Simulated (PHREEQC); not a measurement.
Synthetic water in mg/L, 25 °C, pH 7.09, pe 0.6: Na 15.4; K 114; Ca 21.4; Mg 16.5; Cl 60.3; S(6) as SO4 204; Alkalinity as HCO3 127; B 0.788; N(-3) as NH4 0.0687.

Valence states are taken as typed.

Model: ion-association model, phreeqc.dat, run in PHREEQC.

This is a speciation only: nothing precipitates in the calculation.

Problem. What ionic strength does the model give?

Solution. ionic strength 0.00953 mol/kgw.

Problem. In which forms is Ca present?

Solution. Ca+2 85 %, CaSO4 13 %, CaHCO3+ 1.5 % of the Ca.
